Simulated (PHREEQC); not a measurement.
NaOH is added in steps, without added water, to 1 kg of water holding 0.018 mol HF, 0.052 mol NH4HF2 and 1.2e-05 mol H4SiO4, at 25 °C. Oxygen alone is held at its pressure in air (log pO2 = -0.68). The system is closed to CO2. Solids allowed: SiO2(a). Others were left out.

Base run: PHREEQC, ion-association model, phreeqc.dat. Each further column changes one thing. The table gives H4SiO4 (mol/kgw).

```tsv
NaOH added (mol)	base	Davies equation for every ion	all activity coefficients set to 1	database wateq4f.dat	metal-ligand complexes left out
0	0	0	0	0	0
0.01625	0	0	0	0	0
0.0325	0	0	1.01e-14	0	0
0.04875	4.55e-14	4.41e-14	7.87e-14	5.81e-14	4.47e-14
0.065	1.25e-11	1.21e-11	2.24e-11	1.36e-11	1.22e-11
0.08125	1.05e-5	1.06e-5	1.09e-5	1.06e-5	1.05e-5
0.0975	7.71e-6	7.76e-6	8.52e-6	7.94e-6	7.69e-6
0.1138	3.37e-6	3.41e-6	4.15e-6	3.57e-6	3.34e-6
0.13	8.98e-8	8.82e-8	9.46e-8	8.89e-8	8.96e-8
```

SiF6-2 is the database's only silicon fluoride. wateq4f.dat counts part of the HF as a dimer, H2F2, which phreeqc.dat doesn't know; its constant is uncertain. phreeqc.dat and wateq4f.dat share most of their constants, so their agreement is no independent check.
